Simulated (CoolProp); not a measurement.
Vapour-liquid equilibrium of R125 (1) + dimethyl ether (2) at -89.05 °C; x and y are mole fractions of (1).

Computed with CoolProp (multi-fluid Helmholtz-energy mixture model, Lemmon 2005 and Wu 2011; pair parameters Bell 2016).

Task: Give the bubble pressure and the first vapour's composition at x = 0.15, 0.55, 0.65. Is there an azeotrope?

Result: x = 0.15: 0.02129 bar, y = 0.247; x = 0.55: 0.03775 bar, y = 0.831; x = 0.65: 0.04567 bar, y = 0.908. No azeotrope shows between x = 0.05 and 0.95.

The pair parameters rest on a limited set of measurements; away from them the model extrapolates.
